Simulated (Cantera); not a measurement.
Charge: 1 mol TEOS, a varied amount of NO, 6.2 mol H2, at 1823 K and 46.5 Torr.

Method: chemical equilibrium by Gibbs-energy minimisation in Cantera with the NASA 1993 tables (ideal gas, pure condensed phases). Candidate condensed phases: C, C6H6, C7H8, C8H18, H2O, Si, SiC, SiO2, Si2N2O, Si3N4; 151 gas species. The feed counts by its element totals alone. The tables hold silica as quartz up to 1696 K and as liquid above; real silica turns to tridymite and cristobalite and melts near 1996 K. Gases not in the tables: Si(OH)4. Equilibrium is a limit: real reactors are often held back by kinetics, nucleation or transport.

Task: At 25 mol NO, list the 7 most abundant gas species with their mole fractions, and the condensed phases.

Result: H2O 0.382, N2 0.340, CO2 0.136, CO 0.0823, H2 0.0592, H 0.000423, OH 0.000190. Condensed: SiO2(condensed).
